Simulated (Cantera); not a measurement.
A freely propagating, adiabatic, planar premixed flame of 32.6 % H2, 16.8 % O2, 50.6 % N2, unburnt at 673 K and 95000 Pa; mixture-averaged transport, grid criteria slope 0.08 and curve 0.16, no radiation.

Model: the H2/O2 subset of GRI-Mech 3.0, which has no nitrogen chemistry, integrated in Cantera. Burning velocities carry a grid error of a few per cent, more on coarse grids.

x: mole fraction of selected species; z is measured from the peak of heat release.

| z (mm) | T (K) | u (m/s) | x H2 | x O2 | x O | x H2O | x HO2 | x H |
|---|---|---|---|---|---|---|---|---|
| -1.47 | 673 | 10.7 | 0.326 | 0.168 | <1e-8 | <1e-8 | <1e-8 | <1e-8 |
| -0.978 | 673 | 10.7 | 0.326 | 0.168 | <1e-8 | <1e-8 | <1e-8 | <1e-8 |
| -0.734 | 673 | 10.7 | 0.326 | 0.168 | <1e-8 | <1e-8 | <1e-8 | <1e-8 |
| -0.489 | 673 | 10.7 | 0.326 | 0.168 | <1e-8 | 3.76e-8 | 5.38e-7 | 9.24e-8 |
| -0.245 | 683 | 10.8 | 0.324 | 0.168 | 9.05e-6 | 0.000460 | 0.000197 | 0.000236 |
| -0.122 | 846 | 13.2 | 0.295 | 0.164 | 0.000455 | 0.0152 | 0.000194 | 0.00765 |
| 0 | 1298 | 19.5 | 0.167 | 0.116 | 0.00867 | 0.116 | 9.16e-5 | 0.0518 |
| 0.122 | [?] | 24.1 | [?] | [?] | 0.0182 | [?] | [?] | [?] |
| 0.245 | [?] | 26.2 | 0.0570 | [?] | 0.0191 | 0.247 | [?] | [?] |
| 0.489 | 1954 | 28.4 | 0.0557 | 0.0348 | 0.0171 | 0.260 | 1.75e-5 | 0.0547 |
| 0.978 | 2137 | 30.6 | 0.0534 | 0.0306 | 0.0139 | 0.273 | 1.19e-5 | 0.0402 |
| 1.96 | 2317 | 32.7 | 0.0485 | 0.0263 | 0.0104 | 0.290 | 8.10e-6 | 0.0274 |
| 3.91 | 2480 | 34.5 | 0.0417 | 0.0221 | 0.00721 | 0.307 | 6.16e-6 | 0.0174 |

Q: Fill in the missing entries.

A: 
- 0.122, T (K): 1628
- 0.122, x H2: 0.0701
- 0.122, x O2: 0.0528
- 0.122, x H2O: 0.225
- 0.122, x HO2: 3.79e-5
- 0.122, x H: 0.0757
- 0.245, T (K): 1783
- 0.245, x O2: 0.0396
- 0.245, x HO2: 2.46e-5
- 0.245, x H: 0.0688
